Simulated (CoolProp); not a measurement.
Computed with CoolProp (reference Helmholtz-energy equation of state, Wagner 2002).

Problem. Give the vapour pressure (kPa), liquid density (kg/m³), vapour viscosity (µPa s), liquid conductivity (mW/(m K)) of saturated water at 407.4, 417.2 K.

Solution. 
| T (K) | p (kPa) | liquid density (kg/m³) | vapour viscosity (µPa s) | liquid conductivity (mW/(m K)) |
|---|---|---|---|---|
| 407.4 | 306 | 931 | 13.4 | 683 |
| 417.2 | 405 | 922 | 13.8 | 682 |

Viscosity comes from a separate model (Huber 2009). Thermal conductivity comes from a separate model (Huber 2012).
